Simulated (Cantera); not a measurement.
An isothermal, constant-pressure homogeneous reactor starts with 0.754 % H2, 99.2 % O2, equivalence ratio 0.0038, at 1350 K and 0.00188 atm.

Model: GRI-Mech 3.0 (53 species, 325 reactions), integrated in Cantera. Radical loss at walls, strong at low pressure, is not modelled.

Problem. Predict: x(H2) at 6.00 s; x(O2) at 6.00 s; x(H2O) at 6.00 s; x(O) at 6.00 s; x(OH) at 6.00 s; x(H2O2) at 6.00 s.

Solution. 
```json
{
 "x(H2) at 6.00 s": "1.84e-5 (gas-phase equilibrium 3.57e-8)",
 "x(O2) at 6.00 s": "0.987 (gas-phase equilibrium 0.992)",
 "x(H2O) at 6.00 s": "0.00706 (gas-phase equilibrium 0.00755)",
 "x(O) at 6.00 s": "0.00530 (gas-phase equilibrium 9.71e-6)",
 "x(OH) at 6.00 s": "0.000806 (gas-phase equilibrium 3.57e-5)",
 "x(H2O2) at 6.00 s": "1.26e-9 (gas-phase equilibrium 2.60e-11)"
}
```
